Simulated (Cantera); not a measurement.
Input: 1 mol borazine, 3 mol N2, at 2048 K and 0.00940 bar.

Equilibrium computed with Cantera from the NASA thermochemical tables; the gas is ideal and each condensed phase is pure. Candidate condensed phases: B, BN; 15 gas species. The feed counts by its element totals alone. The tables' values for BH2 are old estimates; treat these amounts as uncertain. Equilibrium is a limit: real reactors are often held back by kinetics, nucleation or transport.

Base state: N2 0.496, H2 0.488, H 0.0161, BH2 6.73e-5 (mole fractions); condensed: BN(s).

Q: What changes in the equilibrium state with this change: temperature from 2048 K to 2325 K?

A: 
| species | before | after |
|---|---|---|
| N2 | 0.496 | 0.579 |
| H2 | 0.488 | 0.351 |
| H | 0.0161 | 0.0673 |
| B | 6.97e-6 | 0.00147 |
| BN | 4.62e-7 | 5.71e-5 |
| BH | 9.10e-7 | 6.92e-5 |
| BH2 | 6.73e-5 | 0.000813 |
| BN(s), mol | 3.00 | 0 |
| B(s), mol | 0 | 2.98 |

Q: What changes in the equilibrium state with this change: temperature from 2048 K to 1775 K?

A: 
```json
[
 {"species": "N2", "before": "0.496", "after": "0.499"},
 {"species": "H2", "before": "0.488", "after": "0.498"},
 {"species": "H", "before": "0.0161", "after": "0.00211"},
 {"species": "BH2", "before": "6.73e-5", "after": "1.29e-6"},
 {"species": "BN(s), mol", "before": "3.00", "after": "3.00"}
]
```
